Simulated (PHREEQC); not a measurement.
A made-up water analysis in mg/L, 25 °C, pH 2.88, pe 9.9:

```json
[
 {"constituent": "Na", "mg/L": "165"},
 {"constituent": "K", "mg/L": "2.45"},
 {"constituent": "Ca", "mg/L": "134"},
 {"constituent": "Mg", "mg/L": "92.8"},
 {"constituent": "Cl", "mg/L": "510"},
 {"constituent": "S(6) as SO4", "mg/L": "841"},
 {"constituent": "Mn(2)", "mg/L": "6.98"}
]
```

Valence states are taken as typed.

Model: ion-association model, phreeqc.dat, run in PHREEQC.

**Question.** The ionic strength comes out as 0.0353 mol/kgw. What activity coefficients do MnCl+, KSO4-, NaSO4-, Mg+2, Cl- get?

**Answer.** MnCl+ 0.85, KSO4- 0.85, NaSO4- 0.85, Mg+2 0.53, Cl- 0.84.

Precipitation was switched off in this run.
